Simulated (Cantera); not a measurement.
Premixed flame

A freely propagating, adiabatic, planar premixed flame of 8.70 % CH₄, 17.4 % O₂, 65.4 % N₂, 8.44 % H₂O, equivalence ratio 1.0, unburnt at 500 K and 4.05 atm; multicomponent+Soret transport, grid criteria slope 0.08 and curve 0.16, no radiation.

Model: GRI-Mech 3.0 (53 species, 325 reactions), integrated in Cantera. Burning velocities carry a grid error of a few per cent, more on coarse grids.

| z (mm) | T (K) | u (m/s) | x CH₄ | x O₂ | x H₂O | x H | x C₂H₂ | x H₂ |
|---|---|---|---|---|---|---|---|---|
| -0.569 | 501 | 0.359 | 0.0868 | 0.174 | 0.0845 | <1e-8 | 2.14e-8 | 0.000694 |
| -0.379 | 506 | 0.363 | 0.0863 | 0.174 | 0.0848 | <1e-8 | 1.65e-7 | 0.00160 |
| -0.284 | 523 | 0.375 | 0.0847 | 0.173 | 0.0864 | <1e-8 | 9.00e-7 | 0.00270 |
| -0.190 | 622 | 0.447 | 0.0779 | 0.166 | 0.0957 | <1e-8 | 7.57e-6 | 0.00489 |
| -0.0948 | 1052 | 0.763 | 0.0523 | 0.129 | 0.138 | 4.22e-6 | 6.06e-5 | 0.00914 |
| -0.0474 | 1446 | 1.06 | 0.0274 | 0.0871 | 0.180 | 9.14e-5 | 0.000140 | 0.0120 |
| 0 | 1829 | 1.34 | 0.00448 | 0.0411 | 0.220 | 0.00105 | 0.000204 | 0.0127 |
| 0.0474 | 1984 | 1.45 | 0.000103 | 0.0199 | 0.234 | 0.00204 | 1.31e-5 | 0.00978 |
| 0.0948 | 2048 | 1.49 | 1.42e-6 | 0.0142 | 0.238 | 0.00181 | 1.97e-7 | 0.00840 |
| 0.190 | 2115 | 1.53 | <1e-8 | 0.0103 | 0.243 | 0.00115 | <1e-8 | 0.00689 |
| 0.379 | 2169 | 1.57 | <1e-8 | 0.00742 | 0.247 | 0.000603 | <1e-8 | 0.00513 |
| 0.758 | 2204 | 1.59 | <1e-8 | 0.00552 | 0.251 | 0.000326 | <1e-8 | 0.00379 |
| 1.52 | 2222 | 1.60 | <1e-8 | 0.00450 | 0.252 | 0.000213 | <1e-8 | 0.00303 |
x: mole fraction of selected species; z is measured from the peak of heat release.

```yaml
laminar_burning_velocity: 35.8 cm/s
thermal_thickness: 0.190 mm
peak x(H): 0.00205
peak x(C₂H₂): 0.000224
peak x(H₂): 0.0131
grid_points: 143
```
